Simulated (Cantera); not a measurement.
**Adiabatic ignition**

An adiabatic, constant-volume homogeneous reactor starts with 6.86 % CO, 7.55 % H2, 1.51 % CH4, 15.5 % O2, 58.3 % N2, 10.3 % CO2, at 1400 K and 1.30 bar.

Detailed kinetics in Cantera: GRI-Mech 3.0 (53 species, 325 reactions).

| t (s) | T (K) | P (bar) | x CO | x H2 | x CH4 | x O | x OH | x C2H6 | x CO2 |
|---|---|---|---|---|---|---|---|---|---|
| 1.00e-6 | 1400 | 1.30 | 0.0686 | 0.0755 | 0.0151 | 1.22e-8 | 7.81e-9 | <1e-12 | 0.103 |
| 3.15e-6 | 1400 | 1.30 | 0.0686 | 0.0755 | 0.0151 | 6.16e-8 | 4.80e-8 | <1e-12 | 0.103 |
| 9.92e-6 | 1400 | 1.30 | 0.0686 | 0.0755 | 0.0151 | 1.52e-6 | 1.23e-6 | 8.56e-10 | 0.103 |
| 3.12e-5 | 1767 | 1.64 | 0.0783 | 0.0229 | 0.000357 | 0.0126 | 0.0102 | 1.83e-8 | 0.108 |
| 9.84e-5 | 2421 | 2.16 | 0.0430 | 0.00437 | <1e-12 | 0.00778 | 0.0145 | <1e-12 | 0.151 |
| 0.000310 | 2606 | 2.30 | 0.0284 | 0.00265 | <1e-12 | 0.00421 | 0.0124 | <1e-12 | 0.168 |
| 0.000976 | 2607 | 2.30 | 0.0280 | 0.00261 | <1e-12 | 0.00407 | 0.0122 | <1e-12 | 0.169 |
| 0.00307 | 2601 | 2.29 | 0.0277 | 0.00259 | <1e-12 | 0.00389 | 0.0119 | <1e-12 | 0.169 |
| 0.00968 | 2594 | 2.28 | 0.0274 | 0.00256 | <1e-12 | 0.00370 | 0.0116 | <1e-12 | 0.170 |
| 0.0305 | 2593 | 2.28 | 0.0273 | 0.00256 | <1e-12 | 0.00367 | 0.0115 | <1e-12 | 0.170 |
| 0.0960 | 2593 | 2.28 | 0.0273 | 0.00256 | <1e-12 | 0.00367 | 0.0115 | <1e-12 | 0.170 |
| 0.302 | 2593 | 2.28 | 0.0273 | 0.00256 | <1e-12 | 0.00367 | 0.0115 | <1e-12 | 0.170 |
| 0.953 | 2593 | 2.28 | 0.0273 | 0.00256 | <1e-12 | 0.00367 | 0.0115 | <1e-12 | 0.170 |
| 3.00 | 2593 | 2.28 | 0.0273 | 0.00256 | <1e-12 | 0.00367 | 0.0115 | <1e-12 | 0.170 |
x: mole fraction; the columns are a selection and need not sum to one.

The time of steepest temperature rise is 29.9 µs and the temperature at 3.00 s is 2593 K. The equilibrium temperature is 2593 K, the x(CO) at 3.00 s is 0.0273 (gas-phase equilibrium 0.0273) and the x(H2) at 3.00 s is 0.00256 (gas-phase equilibrium 0.00256). The x(CH4) at 3.00 s comes out as <1e-12 (gas-phase equilibrium <1e-12).
